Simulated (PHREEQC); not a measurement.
Make-up at 25 °C: 62 mmol/kgw CuSO4, 0.03 mmol/kgw H3AsO4, 0.63 mmol/kgw HCl and 0.052 mmol/kgw NaCl. Closed to the air; pH follows from the charge balance.

Equilibrium calculation in PHREEQC: ion-association model, wateq4f.dat.

```
Item                     Result
----------------  -------------
pH                         3.61
ionic strength    0.136 mol/kgw
total alkalinity  -0.660 meq/kg
```

```tsv
species	molality	activity	log γ
Cu+2	0.0340	0.0125	-0.436
SO4-2	0.0337	0.0113	-0.474
CuSO4	0.0279	0.0288	0.014
Cl-	0.000660	0.000489	-0.130
HSO4-	0.000358	0.000270	-0.122
H+	0.000302	0.000246	-0.090
Na+	4.92e-5	3.76e-5	-0.117
H2AsO4-	2.89e-5	2.21e-5	-0.117
CuCl+	2.20e-5	1.64e-5	-0.127
NaSO4-	2.77e-6	2.13e-6	-0.114
H3AsO4	1.05e-6	1.08e-6	0.014
```

This is a speciation only: nothing precipitates in the calculation. The database has no arsenate complexes of Cu.
